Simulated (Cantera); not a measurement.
A Cantera script and what it prints.

```python
import numpy as np
import cantera as ct

gas_names = """
    CL CL2 H HCL H2 N NH NH2 NH3 N2 N2H2 N2H4 Si SiCL SiCL2 SiCL3 SiCL4 SiH SiHCL3 SiH2 SiH2CL2 SiH3
    SiH3CL SiH4 SiN Si2 Si2N Si3
""".split()
cond_names = """
    NH4CL(a) NH4CL(b) Si(cr) Si(L) Si3N4(a)
""".split()


def load(file, names, dense=False):
    # The tables refer to 1 bar. Condensed volumes are neglected.
    table = {s.name: s for s in ct.Species.list_from_file(file)}
    out = []
    for n in names:
        d = dict(table[n].input_data)
        d["thermo"] = dict(d["thermo"], **{"reference-pressure": 1e5})
        if dense:
            d["equation-of-state"] = {"model": "constant-volume", "density": "1e6 g/cm^3"}
        out.append(ct.Species.from_dict(d))
    return out


gas = ct.Solution(thermo="ideal-gas", species=load("nasa_gas.yaml", gas_names))
cond = {s.name: ct.Solution(thermo="fixed-stoichiometry", species=[s], name=s.name)
        for s in load("nasa_condensed.yaml", cond_names, dense=True)}
atoms = {
    'Si2H6': {'Si': 2, 'H': 6},
    'HCl': {'H': 1, 'CL': 1},
    'N2': {'N': 2},
}
top_T = {'Si3N4(a)': 2400}  # K; cautious upper limits of use, not melting points


def equilibrate(T, P, feed):
    n = {}
    for name, mol in feed.items():
        for a, k in atoms[name].items():
            n[a] = n.get(a, 0.0) + k * mol
    gas.TPX = T, P, n
    mass = sum(n.values()) * gas.mean_molecular_weight
    gas.equilibrate("TP")
    valid = [c for c in cond.values() if c.min_temp <= T <= top_T.get(c.name, c.max_temp)]
    mix = ct.Mixture([(gas, mass / gas.mean_molecular_weight)] + [(c, 0.0) for c in valid])
    mix.T, mix.P = T, P
    mix.equilibrate("TP", solver="vcs", rtol=1e-11, max_steps=5000)
    return mix


results = []
T = 1625  # K
P = 10000  # Pa
for m in [15, 20, 28, 39, 53, 74, 100, 140, 190]:
    feed = {'Si2H6': 1, 'HCl': 0.16, 'N2': m}  # mol
    mix = equilibrate(T, P, feed)
    results.append((T, P, feed, dict(zip(mix.species_names, mix.species_moles))))
    x = sorted(zip(gas.X, gas.species_names), reverse=True)
    print(f"T = {T:g} K  P = {P:g} Pa  n(N2) = {m:g} mol  gas = {mix.phase_moles(0):.4g} mol")
    print("   x: " + "  ".join(f"{s} {v:.3e}" for v, s in x if v > 0.0001))
    print("   condensed (mol): " + ("  ".join(f"{mix.phase(i).name} {mix.phase_moles(i):.4g}"
          for i in range(1, mix.n_phases) if mix.phase_moles(i) > 1e-12) or "none"))
```

It prints:

```
T = 1625 K  P = 10000 Pa  n(N2) = 15 mol  gas = 16.83 mol
   x: N2 8.122e-01  H2 1.783e-01  HCL 9.393e-03
   condensed (mol): Si3N4(a) 0.6664
T = 1625 K  P = 10000 Pa  n(N2) = 20 mol  gas = 21.83 mol
   x: N2 8.552e-01  H2 1.374e-01  HCL 7.244e-03
   condensed (mol): Si3N4(a) 0.6664
T = 1625 K  P = 10000 Pa  n(N2) = 28 mol  gas = 29.83 mol
   x: N2 8.940e-01  H2 1.006e-01  HCL 5.302e-03
   condensed (mol): Si3N4(a) 0.6664
T = 1625 K  P = 10000 Pa  n(N2) = 39 mol  gas = 40.83 mol
   x: N2 9.226e-01  H2 7.347e-02  HCL 3.874e-03
   condensed (mol): Si3N4(a) 0.6664
T = 1625 K  P = 10000 Pa  n(N2) = 53 mol  gas = 54.83 mol
   x: N2 9.423e-01  H2 5.471e-02  HCL 2.885e-03
   condensed (mol): Si3N4(a) 0.6664
T = 1625 K  P = 10000 Pa  n(N2) = 74 mol  gas = 75.83 mol
   x: N2 9.583e-01  H2 3.955e-02  HCL 2.086e-03
   condensed (mol): Si3N4(a) 0.6664
T = 1625 K  P = 10000 Pa  n(N2) = 100 mol  gas = 101.8 mol
   x: N2 9.689e-01  H2 2.945e-02  HCL 1.553e-03
   condensed (mol): Si3N4(a) 0.6664
T = 1625 K  P = 10000 Pa  n(N2) = 140 mol  gas = 141.8 mol
   x: N2 9.777e-01  H2 2.114e-02  HCL 1.115e-03
   condensed (mol): Si3N4(a) 0.6664
T = 1625 K  P = 10000 Pa  n(N2) = 190 mol  gas = 191.8 mol
   x: N2 9.835e-01  H2 1.563e-02  HCL 8.244e-04
   condensed (mol): Si3N4(a) 0.6664
```

Cantera equilibrium calculation (NASA polynomials, part measured and part estimated; ideal gas, pure solids and liquids). The feed counts by its element totals alone.
